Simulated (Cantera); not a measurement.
Input (Python, Cantera) and output of one run.

```python
import numpy as np
import cantera as ct

gas_names = """
    C CH CH2 CH3 CH2OH CH3O CH4 CH3OH CO CO2 COOH C2 C2H CHCO,ketyl C2H2,acetylene C2H2,vinylidene
    CH2CO,ketene C2H3,vinyl CH3CO,acetyl C2H4 C2H4O,ethylen CH3CHO,ethanal CH3COOH (HCOOH)2 C2H5 C2H6
    CH3OCH3 C2H5OH C2O C3 C3H3,propargyl C3H4,allene C3H4,propyne C3H4,cyclo- C3H5,allyl C3H6,propylene
    C3H6,cyclo- C3H6O C3H7,n-propyl C3H7,i-propyl C3H8 C3H8O,1propanol C3H8O,2propanol C3O2 C4 C4H2
    C4H4,1,3-cyclo- C4H6,butadiene C4H6,2-butyne C4H6,cyclo- C4H8,1-butene C4H8,cis2-buten
    C4H8,tr2-butene C4H8,isobutene C4H8,cyclo- (CH3COOH)2 C4H9,n-butyl C4H9,i-butyl C4H9,s-butyl
    C4H9,t-butyl C4H10,isobutane C4H10,n-butane C5 C5H6,1,3cyclo- C5H8,cyclo- C5H10,1-pentene
    C5H10,cyclo- C5H11,pentyl C5H11,t-pentyl C5H12,n-pentane C5H12,i-pentane CH3C(CH3)2CH3 C6H2
    C6H5,phenyl C6H5O,phenoxy C6H6 C6H5OH,phenol C6H10,cyclo- C6H12,1-hexene C6H12,cyclo- C6H13,n-hexyl
    C7H7,benzyl C7H8 C7H8O,cresol C7H14,1-heptene C7H15,n-heptyl C7H16,n-heptane C8H8,styrene
    C8H10,ethylbenz C8H16,1-octene C8H17,n-octyl C8H18,isooctane C8H18,n-octane C9H19,n-nonyl
    C10H8,naphthale C10H21,n-decyl C12H9,o-bipheny C12H10,bipheny H HCO HO2 H2 HCHO,formaldehy HCOOH H2O
    H2O2 O OH O2 O3 Si SiC SiC2 SiC4H12 SiH SiH2 SiH3 SiH4 SiO SiO2 Si2 Si2C Si3
""".split()
cond_names = """
    C(gr) C6H6(L) C7H8(L) C8H18(L),n-octa H2O(s) H2O(L) Si(cr) Si(L) SiC(b) SiO2(Lqz) SiO2(hqz) SiO2(L)
""".split()


def load(file, names, dense=False):
    # The tables refer to 1 bar. Condensed volumes are neglected.
    table = {s.name: s for s in ct.Species.list_from_file(file)}
    out = []
    for n in names:
        d = dict(table[n].input_data)
        d["thermo"] = dict(d["thermo"], **{"reference-pressure": 1e5})
        if dense:
            d["equation-of-state"] = {"model": "constant-volume", "density": "1e6 g/cm^3"}
        out.append(ct.Species.from_dict(d))
    return out


gas = ct.Solution(thermo="ideal-gas", species=load("nasa_gas.yaml", gas_names))
cond = {s.name: ct.Solution(thermo="fixed-stoichiometry", species=[s], name=s.name)
        for s in load("nasa_condensed.yaml", cond_names, dense=True)}
atoms = {
    'TEOS': {'Si': 1, 'C': 8, 'H': 20, 'O': 4},
    'O2': {'O': 2},
    'H2': {'H': 2},
    'O3': {'O': 3},
}
top_T = {'C(gr)': 4500, 'SiC(b)': 3050}  # K; cautious upper limits of use, not melting points


def equilibrate(T, P, feed):
    n = {}
    for name, mol in feed.items():
        for a, k in atoms[name].items():
            n[a] = n.get(a, 0.0) + k * mol
    gas.TPX = T, P, n
    mass = sum(n.values()) * gas.mean_molecular_weight
    gas.equilibrate("TP")
    valid = [c for c in cond.values() if c.min_temp <= T <= top_T.get(c.name, c.max_temp)]
    mix = ct.Mixture([(gas, mass / gas.mean_molecular_weight)] + [(c, 0.0) for c in valid])
    mix.T, mix.P = T, P
    mix.equilibrate("TP", solver="vcs", rtol=1e-11, max_steps=5000)
    return mix


results = []
feed = {'TEOS': 1, 'O2': 0.23, 'H2': 19, 'O3': 0.18}  # mol
P = 22000  # Pa
for T in [798, 898, 998, 1098, 1198, 1298, 1398, 1498, 1598, 1698, 1798, 1898]:
    mix = equilibrate(T, P, feed)
    results.append((T, P, feed, dict(zip(mix.species_names, mix.species_moles))))

top = {s: max(r[3][s] / sum(r[3][g] for g in gas_names) for r in results) for s in gas_names}
cols = sorted((s for s in top if top[s] > 0.0001), key=lambda s: -top[s])[:6]
seen = [c for c in cond_names if any(r[3].get(c, 0) > 1e-12 for r in results)]
print("log10 of partial pressures in bar; condensed amounts in mol")
print(f"{'T/K':>10s}" + "".join(f"{s[:9]:>10s}" for s in cols + seen))
for T, P, feed, n in results:
    ng = sum(n[g] for g in gas_names)
    print(f"{T:10.4g}" + "".join(f"{np.log10(max(n[s] / ng * P / 1e5, 1e-99)):10.3f}" for s in cols)
          + "".join(f"{n.get(c, 0):10.4g}" for c in seen))
```

Result:

```
log10 of partial pressures in bar; condensed amounts in mol
       T/K        H2       CH4        CO       H2O       CO2         H     C(gr)    SiC(b) SiO2(Lqz) SiO2(hqz)
       798    -0.795    -1.447    -2.358    -1.761    -2.693   -11.972     3.094         0         1         0
       898    -0.727    -1.949    -1.863    -2.188    -2.958   -10.324     4.509         0         0         1
       998    -0.709    -2.429    -1.717    -2.815    -3.663    -9.022      4.72         0         0         1
      1098    -0.704    -2.845    -1.691    -3.432    -4.422    -7.959     4.853         0         0         1
      1198    -0.702    -3.199    -1.687    -3.965    -5.085    -7.072     4.925         0         0         1
      1298    -0.701    -3.501    -1.686    -4.419    -5.648    -6.321      4.96         0         0         1
      1398    -0.701    -3.761    -1.686    -4.808    -6.128    -5.675     4.977         0         0    0.9999
      1498    -0.703    -3.993    -1.660    -5.123    -6.491    -5.117      4.69   0.09638         0    0.8974
      1598    -0.727    -4.237    -1.491    -5.271    -6.512    -4.637     2.019    0.9856         0         0
      1698    -0.727    -4.411    -1.492    -5.530    -6.828    -4.203     2.031    0.9797         0         0
      1798    -0.727    -4.565    -1.493    -5.760    -7.107    -3.817     2.041    0.9725         0         0
      1898    -0.728    -4.703    -1.494    -5.966    -7.355    -3.471     2.047    0.9638         0         0
```

Equilibrium computed with Cantera from the NASA thermochemical tables; the gas is ideal and each condensed phase is pure. The feed counts by its element totals alone. Mutual solubility and eutectic melting of coexisting phases are not modelled. The tables hold silica as quartz up to 1696 K and as liquid above; real silica turns to tridymite and cristobalite and melts near 1996 K.
